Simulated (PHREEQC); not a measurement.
## Polishing slurry liquid: speciation

Dissolve 0.084 mmol/kgw KOH, 3.3e-06 mmol/kgw H4SiO4 and 0.51 mmol/kgw CuSO4 at 83 °C. Closed to the air; pH follows from the charge balance.

All values are PHREEQC results (ion-association model, phreeqc.dat), not measurements.

This is a speciation only: nothing precipitates in the calculation.

Q: Estimate the pH.

A: pH 5.41.

Q: In which forms is S present?

A: SO4-2 93 %, CuSO4 6.7 % of the S.

Away from 25 °C the constants follow the database's enthalpies or fits; those with neither stay at their 25 °C values.
